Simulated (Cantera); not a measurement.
A perfectly stirred reactor is fed with H2 : O2 : N2 = 0.14 : 1 : 0.38 (molar parts), equivalence ratio 0.070, at 250 Pa; it is held at 1248 K, and followed from long to short residence time.

Model: GRI-Mech 3.0 (53 species, 325 reactions), integrated in Cantera. Radical loss at walls, strong at low pressure, is not modelled. The temperature is held fixed by assumption; the heat of reaction is taken as removed at once.

x: mole fraction; the columns are a selection and need not sum to one.

```csv
τ (s),x H2,x O2,x NO,x H,x N2O,x HO2,x NO2
0.68,0.00219,0.613,5.24e-7,0.0117,5.36e-10,6.90e-7,2.27e-12
0.34,0.00272,0.607,4.33e-7,0.0160,4.79e-10,7.01e-7,1.60e-12
0.17,0.00327,0.602,2.98e-7,0.0196,4.34e-10,7.03e-7,<1e-12
0.082,(withheld),0.599,(withheld),0.0222,3.89e-10,7.05e-7,<1e-12
0.041,(withheld),0.599,(withheld),0.0239,3.38e-10,7.07e-7,<1e-12
0.020,0.00732,0.600,4.56e-8,0.0251,2.68e-10,7.09e-7,<1e-12
0.010,0.0111,0.603,2.11e-8,0.0256,1.90e-10,7.07e-7,<1e-12
0.0050,0.0180,0.609,8.75e-9,0.0248,1.14e-10,6.93e-7,<1e-12
0.0025,0.0299,0.618,2.98e-9,0.0218,5.58e-11,6.54e-7,<1e-12
0.0012,0.0513,0.632,5.76e-10,0.0146,1.83e-11,5.69e-7,<1e-12
```

Problem. Fill in the missing entries.

Solution. 
- 0.082, x H2: 0.00402
- 0.082, x NO: 1.73e-7
- 0.041, x H2: 0.00516
- 0.041, x NO: 9.34e-8
